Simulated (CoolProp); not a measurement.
Vapour-liquid equilibrium of chloromethane (R40) (1) + isobutene (2) at 0.607 MPa; x and y are mole fractions of (1).

Values from CoolProp's multi-fluid Helmholtz-energy mixture model, Thol 2014 and Lemmon 2005; pair parameters Bell 2016.

**Question.** Give the bubble temperature and the first vapour's composition at x = 0.25, 0.45, 0.95. Is there an azeotrope?

**Answer.** x = 0.25: 313.7 K, y = 0.381; x = 0.45: 308.8 K, y = 0.585; x = 0.95: 300.5 K, y = 0.966. No azeotrope shows between x = 0.05 and 0.95.

The pair parameters rest on a limited set of measurements; away from them the model extrapolates.
